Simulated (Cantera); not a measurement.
Feed: 1 mol Si, 0.011 mol HCl, a varied amount of O2, equilibrated at 1700 K and 13.3 mbar.

Equilibrium computed with Cantera from the NASA thermochemical tables; the gas is ideal and each condensed phase is pure. Candidate condensed phases: H2O, Si, SiO2; 30 gas species. Each liquid is taken as pure. Mutual solubility and eutectic melting of coexisting phases are not modelled. The tables' values for SiCl3, SiCl are old estimates; treat these amounts as uncertain. The tables hold silica as quartz up to 1696 K and as liquid above; real silica turns to tridymite and cristobalite and melts near 1996 K. The numbers say what is thermodynamically allowed, not how fast it happens.

x: gas mole fraction; n: condensed amount in mol.

```tsv
n(O2) (mol)	x O2	x SiO	x H2	x SiCl2	x HCl	x Cl	x H2O	n Si(l)	n SiO2(condensed)
0.34	<1e-12	0.943	0.0225	0.0223	0.0119	7.83e-5	4.95e-7	0.565	(withheld)
0.44	<1e-12	0.943	0.0225	0.0223	0.0119	7.83e-5	4.95e-7	0.465	(withheld)
0.57	<1e-12	0.943	0.0225	0.0223	0.0119	7.83e-5	4.95e-7	0.335	(withheld)
0.74	<1e-12	0.943	0.0225	0.0223	0.0119	7.83e-5	4.95e-7	0.165	(withheld)
0.95	<1e-12	0.893	0.0419	0.0413	0.0232	0.000113	9.74e-7	0	(withheld)
1.2	0.937	3.72e-9	1.92e-6	<1e-12	0.0300	0.0215	0.0107	0	1.00
1.6	0.977	3.65e-9	8.04e-7	<1e-12	0.00848	0.00939	0.00457	0	1.00
2	0.985	3.63e-9	5.27e-7	<1e-12	0.00457	0.00625	0.00301	0	1.00
2.6	0.991	3.62e-9	3.54e-7	<1e-12	0.00255	0.00425	0.00202	0	1.00
```

Problem. Complete the blanks.

Solution. 
- 0.34, n SiO2(condensed): 0.249
- 0.44, n SiO2(condensed): 0.349
- 0.57, n SiO2(condensed): 0.479
- 0.74, n SiO2(condensed): 0.649
- 0.95, n SiO2(condensed): 0.904
